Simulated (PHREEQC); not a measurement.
PHREEQC input (ion-association model, wateq4f.dat):

```
SOLUTION_MASTER_SPECIES
  An  An-  0  An  62.0  # stands for a non-complexing anion
SOLUTION_SPECIES
  An- = An-
    -log_k 0
    -gamma 3.0 0
PHASES
  Fix_H+
    H+ = H+
    -log_k 0
SOLUTION 1
  temp 25
  units mmol/kgw
  pH 7 charge
  Cl 0.164
  Ca 0.082
  Na 50
  An 50
END
SELECTED_OUTPUT 1
  -reset false
  -pH true
  -pe true
  -ionic_strength true
  -water true
  -totals Ca Cl Na
  -molalities Hfo_wOH Hfo_wOH2+ Hfo_wO- Hfo_sOH Hfo_sOH2+ Hfo_sO- Hfo_sOHCa+2 Hfo_wOCa+
  -saturation_indices Portlandite Halite
USER_PUNCH 1
  -headings sigma psi
  10 PUNCH EDL("sigma", "Hfo"), EDL("psi", "Hfo")
PRINT
  -reset false
USE solution 1
SURFACE 1
  Hfo_wOH 0.000741573 600 0.33
  Hfo_sOH 1.85393e-05
EQUILIBRIUM_PHASES 1
  Fix_H+ -3 HAn 10
    -force_equality true
  O2(g) -0.68 10
END
# ... the last block is repeated for the other 16 points of pH, with NaOH or the acid as the point needs
```

Selected output (columns that matter, 17 of 17 rows; pH added in front):

```
pH	mu	Ca	Na	m_Hfo_wOH	m_Hfo_wOH2+	m_Hfo_wO-	m_Hfo_sOH	m_Hfo_sOH2+	m_Hfo_sO-	m_Hfo_sOHCa+2	si_Portlandite	si_Halite	sigma	psi
3	0.051786	8.2e-05	0.05	2.6345e-05	0.00071521	2.2231e-08	6.5862e-07	1.788e-05	5.5578e-10	4.5763e-12	-21.217	-6.8449	0.35725	0.16897
3.38	0.051086	8.2e-05	0.05	5.6319e-05	0.00068515	1.0605e-07	1.408e-06	1.7129e-05	2.6513e-09	1.1346e-11	-20.456	-6.844	0.3422	0.16711
3.75	0.05078	8.2e-05	0.05	0.00010585	0.00063532	4.0398e-07	2.6462e-06	1.5883e-05	1.0099e-08	2.857e-11	-19.715	-6.8436	0.31716	0.16337
4.12	0.050624	8.2e-05	0.05	0.00017499	0.00056534	1.2408e-06	4.3747e-06	1.4134e-05	3.102e-08	7.526e-11	-18.974	-6.8434	0.28178	0.1574
4.5	0.050528	8.2e-05	0.05	0.00025733	0.00048109	3.1533e-06	6.4332e-06	1.2027e-05	7.8832e-08	2.1336e-10	-18.214	-6.8432	0.23874	0.14897
4.88	0.050461	8.1999e-05	0.05	0.00033887	0.00039606	6.6421e-06	8.4715e-06	9.9012e-06	1.6605e-07	6.321e-10	-17.454	-6.8432	0.19452	0.13856
5.25	0.050411	8.1998e-05	0.05	0.00040856	0.0003211	1.1909e-05	1.0213e-05	8.0267e-06	2.977e-07	1.8941e-09	-16.714	-6.8431	0.15445	0.12687
5.62	0.050371	8.1994e-05	0.05	0.00046437	0.00025806	1.9143e-05	1.1606e-05	6.4494e-06	4.7843e-07	5.9144e-09	-15.974	-6.843	0.11935	0.11388
6	0.050339	8.1979e-05	0.05	0.00050645	0.00020669	2.8428e-05	1.2648e-05	5.1618e-06	7.0993e-07	2.0005e-08	-15.214	-6.843	0.089065	0.099335
6.38	0.050312	8.1926e-05	0.05	0.00053474	0.00016779	3.9039e-05	1.3317e-05	4.1787e-06	9.7221e-07	7.1613e-08	-14.454	-6.843	0.064381	0.083609
6.75	0.050292	8.1726e-05	0.05	0.00055188	0.00013976	4.9923e-05	1.3603e-05	3.4448e-06	1.2305e-06	2.6123e-07	-13.715	-6.8429	0.045121	0.067228
7.12	0.050274	8.0973e-05	0.05	0.00056187	0.00011874	6.0908e-05	1.3313e-05	2.8135e-06	1.4432e-06	9.6946e-07	-12.979	-6.8429	0.029824	0.049989
7.5	0.050253	7.8378e-05	0.05	0.00056729	0.00010108	7.2938e-05	1.1623e-05	2.0709e-06	1.4944e-06	3.3514e-06	-12.233	-6.8429	0.017393	0.031894
7.88	0.05023	7.2437e-05	0.050005	0.00056831	8.4556e-05	8.7503e-05	7.8152e-06	1.1628e-06	1.2033e-06	8.3579e-06	-11.507	-6.8428	0.0072776	0.014046
8.25	0.050231	6.3659e-05	0.050042	0.00056287	6.9522e-05	0.0001044	3.8082e-06	4.7036e-07	7.0631e-07	1.3554e-05	-10.824	-6.8425	-0.0015666	-0.0030595
8.62	0.050229	4.9498e-05	0.050091	0.00054603	5.4819e-05	0.0001246	1.6296e-06	1.636e-07	3.7185e-07	1.6374e-05	-10.193	-6.8421	-0.010287	-0.019623
9	0.050224	2.7427e-05	0.050162	0.0005129	3.974e-05	0.00015165	9.0635e-07	7.0225e-08	2.6798e-07	1.7295e-05	-9.6893	-6.8414	-0.019611	-0.035446
```

The oxide is taken as insoluble; below pH 4 it would dissolve.
